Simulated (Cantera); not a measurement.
Feed: 1 mol C2H6, 0.066 mol H2O, 0.92 mol N2, equilibrated at 13300 Pa.

Equilibrium computed with Cantera from the NASA thermochemical tables; the gas is ideal and each condensed phase is pure. Candidate condensed phases: C, C6H6, C7H8, C8H18, H2O; 136 gas species. The numbers say what is thermodynamically allowed, not how fast it happens.

Over these rows the condensed part is C(graphite). Partial pressures as log10 of bar:

| T (K) | 1000/T (1/K) | log p H2O | log p H2 | log p N2 | log p CO | log p CH4 |
|---|---|---|---|---|---|---|
| 798 | 1.2531 | -2.81 | -1.06 | -1.48 | -3.14 | -1.97 |
| 873 | 1.1455 | -3.20 | -1.02 | -1.50 | -2.81 | -2.39 |
| 948 | 1.0549 | -3.72 | -1.01 | -1.51 | -2.70 | -2.78 |
| 1023 | 0.9775 | -4.24 | -1.00 | -1.52 | -2.67 | -3.13 |
| 1098 | 0.9107 | ? | -1.00 | -1.52 | -2.67 | -3.43 |
| 1173 | 0.8525 | -5.11 | -1.00 | -1.52 | -2.66 | -3.71 |

**Question.** Fit log p(H2O) = a + b·(1000/T) to the five rows, give the apparent enthalpy, and predict the row at 1098 K.

**Answer.** Means: 1000/T = 1.0567, log p = -3.816. Sxy = 0.549922, Sxx = 0.0944319, so b = 5.82 and a = -3.816 − (5.82)×1.0567 = -9.97.
Apparent enthalpy: −19.145 × (5.82) = -111 kJ/mol. With the condensed phases at unit activity, H2(g) + CO(g) = H2O(g) + C(graphite) links this pressure to the main gases: over the six rows their terms move log p by +0.54 in all, so the slope isn't that reaction's ΔH° alone. The five rows lie within 0.13 of the line; that is curvature, so one enthalpy describes this range poorly.
Prediction at 1098 K: -9.97 + (5.82)×0.9107 = -4.67. The computed value is -4.70, 0.03 from the line.
